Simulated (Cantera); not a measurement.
Reactions in the system C-O-Ti

Cantera with NASA thermochemical tables; ideal gases at 1 bar, condensed phases pure. Values are per mole of reaction as written; species without (g) are pure solids or liquids, kept so even where they would boil at 1 bar. TiC: taken at fixed stoichiometry.

TiC + O(g) → TiO(g) + C

```csv
T (K),ΔH° (kJ),ΔS° (J/K),ΔG° (kJ),log10 K
2225,-38.7,24.3,-92.7,2.18
2275,-39.6,23.9,-94.0,2.16
2325,-40.5,23.5,-95.1,2.14
2375,-41.4,23.1,-96.3,2.12
2425,-42.4,22.7,-97.4,2.10
2475,-43.4,22.3,-98.6,2.08
```

2 TiO2 + C → CO2(g) + 2 TiO(g)

```
T (K)  ΔH° (kJ)  ΔS° (J/K)  ΔG° (kJ)  log10 K
-----  --------  ---------  --------  -------
2225     1388.2      434.4     421.6    -9.90
2275     1383.8      432.5     399.9    -9.18
2325     1379.5      430.6     378.4    -8.50
2375     1375.1      428.7     356.9    -7.85
2425     1370.8      426.9     335.5    -7.23
2475     1366.4      425.1     314.2    -6.63
```

Ti2O3 + CO(g) → C + 2 TiO2

```tsv
T (K)	ΔH° (kJ)	ΔS° (J/K)	ΔG° (kJ)	log10 K
2225	-241.9	-173.6	144.4	-3.39
2275	-240.3	-172.9	153.1	-3.51
2325	-238.6	-172.2	161.7	-3.63
2375	-237.0	-171.5	170.3	-3.75
2425	-235.3	-170.8	178.8	-3.85
2475	-233.7	-170.1	187.4	-3.95
```
